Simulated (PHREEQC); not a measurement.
Make-up at 25 °C: 5.8 mmol/kgw HBr and 59 mmol/kgw AlCl3. Closed to the air; pH follows from the charge balance.

Equilibrium calculation in PHREEQC: ion-association model, phreeqc.dat.

```json
[
 {"quantity": "pH", "before": "2.34", "after": "4.76"},
 {"quantity": "ionic strength (mol/kgw)", "before": "0.360", "after": "0.333"},
 {"quantity": "AlOH+2 (mol/kgw)", "before": "5.12e-5", "after": "0.0107"},
 {"quantity": "Al(OH)2+ (mol/kgw)", "before": "3.16e-8", "after": "0.00176"},
 {"quantity": "SI of Gibbsite (Al(OH)3)", "before": "-3.31", "after": "+3.86"}
]
```

Task: Name the change that produced these shifts.
A. HBr replaced by SrBr2 at the same molality
B. HBr left out
C. 0.02 mol/kgw NaOH added
D. AlCl3 from 0.059 to 0.118 mol/kgw
E. HBr from 0.0058 to 0.029 mol/kgw

Result: C, 0.02 mol/kgw NaOH added

This is a speciation only: nothing precipitates in the calculation. Some of these states are supersaturated (in Al(OH)3(a), Gibbsite (slow to form), for instance).
